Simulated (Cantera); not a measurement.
Charge: 1 mol Pb, 0.42 mol CO, 0.88 mol N₂, equilibrated at 600 °C and 1.10 mbar.

Equilibrium computed with Cantera from the NASA thermochemical tables; the gas is ideal and each condensed phase is pure. Candidate condensed phases: C, Pb, PbO, PbO₂, Pb₃O₄; 27 gas species. Rates play no part.

Base state: N₂ 0.677, CO 0.321, CO₂ 0.00128, Pb 0.000578 (mole fractions); condensed: C(graphite) + Pb(l).

Task: What changes in the equilibrium state with this change: N₂ from 0.88 to 83 mol?

Result: 
```tsv
species	before	after
N₂	0.677	0.994
CO	0.321	0.00503
Pb	0.000578	0.000578
CO₂	0.00128	3.16e-7
C(graphite), mol	0.00167	0
Pb(l), mol	0.999	0.952
```

Task: What changes in the equilibrium state with this change: N₂ from 0.88 to 20 mol?

Result: 
```csv
species,before,after
N₂,0.677,0.979
CO,0.321,0.0205
Pb,0.000578,0.000578
CO₂,0.00128,5.27e-6
"C(graphite), mol",0.00167,0.000108
"Pb(l), mol",0.999,0.988
```

Task: What changes in the equilibrium state with this change: CO from 0.42 to 2.4 mol?

Result: 
| species | before | after |
|---|---|---|
| CO | 0.321 | 0.723 |
| N₂ | 0.677 | 0.270 |
| CO₂ | 0.00128 | 0.00653 |
| Pb | 0.000578 | 0.000578 |
| C(graphite), mol | 0.00167 | 0.0213 |
| Pb(l), mol | 0.999 | 0.998 |
